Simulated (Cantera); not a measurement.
A closed system holds: 1 mol C, 26 mol H₂, equilibrated at 1998 K and 31.0 bar.

Equilibrium computed with Cantera from the NASA thermochemical tables; the gas is ideal and each condensed phase is pure. Candidate condensed phases: C, C₆H₆, C₇H₈, C₈H₁₈; 76 gas species. The ideal-gas law is rough above about 30 bar. Rates play no part.

Base state: H₂ 0.986, CH₄ 0.0129, C₂H₂ (acetylene) 0.000747, H 0.000286, C₂H₄ 0.000156, CH₃ 7.39e-5 (mole fractions); condensed: C(graphite).

What changes in the equilibrium state with this change: temperature from 1998 K to 850 K?


```csv
species,before,after
H₂,0.986,0.960
CH₄,0.0129,0.0400
C₂H₂ (acetylene),0.000747,<1e-9
H,0.000286,<1e-9
C₂H₄,0.000156,<1e-9
CH₃,7.39e-5,<1e-9
"C(graphite), mol",0.621,0
```

What changes in the equilibrium state with this change: temperature from 1998 K to 723 K?


| species | before | after |
|---|---|---|
| H₂ | 0.986 | 0.960 |
| CH₄ | 0.0129 | 0.0400 |
| C₂H₂ (acetylene) | 0.000747 | <1e-9 |
| H | 0.000286 | <1e-9 |
| C₂H₄ | 0.000156 | <1e-9 |
| CH₃ | 7.39e-5 | <1e-9 |
| C(graphite), mol | 0.621 | 0 |

What changes in the equilibrium state with this change: 0.17 mol CO₂ added?


```csv
species,before,after
H₂,0.986,0.973
CO,0,0.0130
CH₄,0.0129,0.0125
H₂O,0,4.64e-5
C₂H₄,0.000156,0.000152
"C(graphite), mol",0.621,0.457
```
Further candidate phases: H₂O.
